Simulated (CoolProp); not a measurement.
Properties of c-C4F8 (RC318) along the isobar 843 kPa.

Computed with CoolProp (reference Helmholtz-energy equation of state, Platzer 1990). This equation is an older, rougher fit.

| T (K) | phase | density (kg/m³) | speed of sound (m/s) | Joule-Thomson coefficient (K/MPa) | Prandtl number |
|---|---|---|---|---|---|
| 359.9 | gas | 66.19 | 108.0 | ? | 0.788 |
| 369.9 | gas | 63.21 | 111.5 | 10.53 | 0.783 |
| 379.9 | gas | 60.59 | 114.6 | 9.464 | 0.780 |
| 389.9 | gas | 58.26 | 117.6 | 8.579 | 0.777 |
| 399.9 | gas | 56.16 | 120.3 | 7.832 | 0.774 |
| 409.9 | gas | 54.25 | 122.9 | 7.193 | 0.772 |
| 419.9 | gas | 52.50 | 125.4 | 6.640 | 0.771 |
| 429.9 | gas | 50.89 | 127.7 | 6.156 | 0.770 |
| 439.9 | gas | 49.40 | 130.0 | 5.730 | 0.768 |
| 450 | gas | 47.99 | 132.2 | 5.348 | 0.767 |
| 460 | gas | 46.69 | 134.3 | 5.011 | 0.767 |
| 470 | gas | 45.48 | 136.3 | 4.708 | 0.766 |
| 480 | gas | 44.33 | 138.3 | 4.434 | 0.765 |
| 490 | gas | ? | 140.2 | 4.185 | 0.765 |
| 500 | gas | 42.23 | 142.1 | ? | 0.764 |

**Question.** What belongs in the gaps?

**Answer.** 
- 359.9, Joule-Thomson coefficient (K/MPa): 11.84
- 490, density (kg/m³): 43.25
- 500, Joule-Thomson coefficient (K/MPa): 3.959

Viscosity comes from a separate model (Huber 2003), an estimate that may be off by 10 % or more. Thermal conductivity comes from a separate model (Huber 2003), an estimate that may be off by 10 % or more.
